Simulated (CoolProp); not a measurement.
Fluoroethane (R161) at several states: density (kg/m³) from the reference equation and from simpler models built on Tc = 102.1 °C, pc = 5.010 MPa, ω = 0.216; each cubic takes its own stable root.

Values from CoolProp's reference Helmholtz-energy equation of state, Wu 2012.

```csv
T (°C),p (MPa),phase,reference,van der Waals,Soave-Redlich-Kwong
-127.35,5,liquid,938.7,539.8,806.2
135.05,5,gas,103.9,104.2,101.7
-108.85,5,liquid,915.1,528.3,789.8
```
